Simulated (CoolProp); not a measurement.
Model: reference Helmholtz-energy equation of state, Gao 2020, in CoolProp.

Problem. For ammonia, give the phase and the conductivity (mW/(m K)) at 725 K and 0.0898 MPa; 725 K and 0.612 MPa; 725 K and 4.17 MPa.

Solution. 
- 725 K and 0.0898 MPa: gas; conductivity 79.1
- 725 K and 0.612 MPa: gas; conductivity 79.3
- 725 K and 4.17 MPa: gas; conductivity 81.2

Thermal conductivity comes from a separate model (Tufeu 1984).
